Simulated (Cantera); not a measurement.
**Ignition delay**

Mixture: 3.74 % CH₄, 0.359 % H₂, 14.7 % O₂, 81.2 % N₂, equivalence ratio 0.52, at 1.01 bar, adiabatic and at constant pressure. Ignition delay is the time to a rise of 400 K.

Model: GRI-Mech 3.0 (53 species, 325 reactions), integrated in Cantera.

```csv
T0 (K),delay (ms)
1050,102
1100,57.2
1150,31.8
1200,17.6
1250,9.86
1300,5.63
```

```json
{
  "apparent activation energy between 1200 and 1300 K": "150 kJ/mol"
}
```
